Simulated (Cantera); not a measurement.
# Thermodynamics of silicon oxide and oxynitride deposition, feed SiH4 + O2 + N2

Input: 1 mol SiH4, 0.78 mol O2, 17 mol N2, at 1075 K and 5.90 Pa.

Cantera equilibrium calculation (NASA polynomials, part measured and part estimated; ideal gas, pure solids and liquids). Candidate condensed phases: H2O, Si, SiO2, Si2N2O, Si3N4; 35 gas species. N2 is the only nitrogen source here; it is nearly inert below about 1500 K, so the nitride shown seldom forms there in practice. Mutual solubility and eutectic melting of coexisting phases are not modelled. The numbers say what is thermodynamically allowed, not how fast it happens.

- x(N2): 0.894
- x(H2): 0.106
- n(SiO2(β-quartz)): 0.707 mol
- n(Si2N2O(s)): 0.147 mol
- gas amount: 18.85 mol
- log10 activity of Si(s) (absent): -6.34
